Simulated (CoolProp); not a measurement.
Vapour-liquid equilibrium of ethane (1) + propylene (2) at -7.75 °C; x and y are mole fractions of (1).

Model: multi-fluid Helmholtz-energy mixture model, Bücker 2006 and Lemmon 2013; pair parameters Bell 2016, in CoolProp.

Give the bubble pressure and the first vapour's composition at x = 0.05, 0.5, 0.8. Is there an azeotrope?

x = 0.05: 5.321 bar, y = 0.163; x = 0.5: 11.71 bar, y = 0.759; x = 0.8: 16.28 bar, y = 0.919. No azeotrope shows between x = 0.05 and 0.95.

The pair parameters rest on a limited set of measurements; away from them the model extrapolates.
